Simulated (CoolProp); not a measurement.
Saturation properties of hydrogen chloride.

Values from CoolProp's reference Helmholtz-energy equation of state, Thol 2018.

```
T (°C)  p (MPa)  liquid density (kg/m³)  vapour density (kg/m³)  enthalpy of vaporisation (kJ/kg)
------  -------  ----------------------  ----------------------  --------------------------------
-45.85   0.6178                    1081                   13.22                             395.5
-40.55   0.7509                    1066                   15.94                             387.7
-35.25   0.9043                    1050                   19.08                             379.5
-29.95    1.080                    1033                   22.70                             370.9
-24.65    1.280                    1016                   26.85                             361.8
-19.35    1.506                   998.7                   31.61                             352.2
-14.05    1.761                   980.4                   37.06                             342.0
-8.75     2.046                   961.3                   43.31                             331.1
-3.45     2.364                   941.3                   50.48                             319.5
1.85      2.717                   920.3                   58.73                             307.1
7.15      3.107                   898.0                   68.27                             293.6
```

It boils at -85.0 °C under 1 atm.
